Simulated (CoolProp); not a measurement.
Properties of ammonia along the isotherm 448.3 K.

Values from CoolProp's reference Helmholtz-energy equation of state, Gao 2020.

```json
[
 {"p (MPa)": "3.16", "phase": "gas", "speed of sound (m/s)": "503.7", "isothermal compressibility (1/MPa)": "0.3430"},
 {"p (MPa)": "6.31", "phase": "gas", "speed of sound (m/s)": "480.5", "isothermal compressibility (1/MPa)": "0.1904"},
 {"p (MPa)": "9.47", "phase": "gas", "speed of sound (m/s)": "455.6", "isothermal compressibility (1/MPa)": "0.1453"},
 {"p (MPa)": "12.6", "phase": "supercritical", "speed of sound (m/s)": "429.8", "isothermal compressibility (1/MPa)": "0.1309"},
 {"p (MPa)": "15.8", "phase": "supercritical", "speed of sound (m/s)": "406.8", "isothermal compressibility (1/MPa)": "0.1313"},
 {"p (MPa)": "18.9", "phase": "supercritical", "speed of sound (m/s)": "405.5", "isothermal compressibility (1/MPa)": "0.1185"},
 {"p (MPa)": "22.1", "phase": "supercritical", "speed of sound (m/s)": "452.0", "isothermal compressibility (1/MPa)": "0.06769"},
 {"p (MPa)": "25.3", "phase": "supercritical", "speed of sound (m/s)": "521.5", "isothermal compressibility (1/MPa)": "0.03613"},
 {"p (MPa)": "28.4", "phase": "supercritical", "speed of sound (m/s)": "584.8", "isothermal compressibility (1/MPa)": "0.02310"}
]
```
